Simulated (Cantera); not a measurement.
# Pyrogenic steam for wet oxidation

An isothermal, constant-pressure homogeneous reactor starts with 15.9 % H₂, 33.1 % O₂, 49.7 % N₂, 1.26 % H₂O, equivalence ratio 0.24, at 1250 K and 72000 Pa.

Cantera simulation using GRI-Mech 3.0 (53 species, 325 reactions); the numbers are that mechanism's predictions, not measurements. The temperature is held fixed by assumption; the heat of reaction is taken as removed at once.

| t (s) | x H₂ | x O₂ | x N₂O | x O | x H₂O₂ | x H |
|---|---|---|---|---|---|---|
| 2.00e-6 | 0.159 | 0.331 | <1e-12 | 4.36e-9 | 1.43e-11 | 1.40e-8 |
| 1.00e-5 | 0.159 | 0.331 | <1e-12 | 3.84e-7 | 6.02e-10 | 9.12e-7 |
| 5.02e-5 | 0.0111 | 0.269 | 5.41e-8 | 0.0109 | 1.49e-5 | 0.0111 |
| 0.000252 | 0.000254 | 0.273 | 1.13e-7 | 0.000147 | 2.13e-6 | 1.28e-5 |
| 0.00126 | 9.53e-6 | 0.274 | 1.22e-7 | 8.91e-6 | 3.31e-7 | 1.82e-7 |
| 0.00632 | 3.88e-7 | 0.274 | 1.25e-7 | 1.05e-6 | 5.75e-8 | 6.47e-9 |
| 0.0317 | 5.28e-8 | 0.274 | 1.24e-7 | 1.81e-7 | 1.15e-8 | 4.67e-10 |
| 0.159 | 1.64e-8 | 0.274 | 1.12e-7 | 5.11e-8 | 3.57e-9 | 8.42e-11 |
| 0.796 | 1.46e-8 | 0.274 | 6.47e-8 | 4.30e-8 | 3.05e-9 | 6.94e-11 |
| 3.99 | 1.46e-8 | 0.274 | 1.48e-8 | 4.29e-8 | 3.05e-9 | 6.93e-11 |
| 20.0 | 1.46e-8 | 0.274 | 1.28e-8 | 4.29e-8 | 3.05e-9 | 6.93e-11 |
x: mole fraction; the columns are a selection and need not sum to one.

Equilibrium at this temperature and pressure: H₂ 1.46e-8, O₂ 0.273, N₂O 1.28e-8, O 4.29e-8, H₂O₂ 3.05e-9, H 6.93e-11 (gas phase only).
